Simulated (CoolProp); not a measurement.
Saturation properties of acetone (Tc = 508.1 K, pc = 46.92 bar, ω = 0.307).

Values from CoolProp's reference Helmholtz-energy equation of state, Lemmon 2006. It is a short technical equation, of lower accuracy than the large ones.

```csv
T (K),p (bar),vapour density (kg/m³)
251.5,0.02625,0.07333
263.4,0.05423,0.1451
275.3,0.1041,0.2677
287.2,0.1876,0.4651
299.2,0.3214,0.7706
311.1,0.5226,1.216
323,0.8151,1.847
335,1.230,2.723
346.9,1.790,3.889
358.8,2.532,5.419
370.7,3.494,7.396
382.7,4.726,9.939
```

It boils at 329.2 K under 1 atm.
